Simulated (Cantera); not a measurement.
Source: NASA polynomial tables (part measured, part estimated), evaluated in Cantera. Values are per mole of reaction as written; species without (g) are pure solids or liquids, kept so even where they would boil at 1 bar.

C2H6(g) ⇌ H2(g) + C2H4(g)

| T (K) | ΔH° (kJ) | ΔS° (J/K) | ΔG° (kJ) | log10 K |
|---|---|---|---|---|
| 423 | [?] | [?] | [?] | [?] |
| 473 | 139.3 | 128.8 | 78.4 | -8.66 |
| 523 | [?] | [?] | [?] | [?] |
| 573 | 140.7 | 131.3 | 65.4 | -5.96 |
| 623 | 141.2 | 132.2 | 58.8 | -4.93 |
| 673 | 141.7 | 132.9 | 52.2 | -4.05 |
| 723 | 142.1 | 133.5 | 45.6 | -3.29 |
| 773 | 142.4 | 133.9 | 38.9 | -2.63 |
| 823 | [?] | [?] | [?] | [?] |
| 873 | 142.9 | 134.6 | 25.4 | -1.52 |

Task: What belongs in the gaps?

Result: 
- 423, ΔH° (kJ): 138.6
- 423, ΔS° (J/K): 127.0
- 423, ΔG° (kJ): 84.8
- 423, log10 K: -10.48
- 523, ΔH° (kJ): 140.0
- 523, ΔS° (J/K): 130.1
- 523, ΔG° (kJ): 72.0
- 523, log10 K: -7.19
- 823, ΔH° (kJ): 142.7
- 823, ΔS° (J/K): 134.3
- 823, ΔG° (kJ): 32.2
- 823, log10 K: -2.04
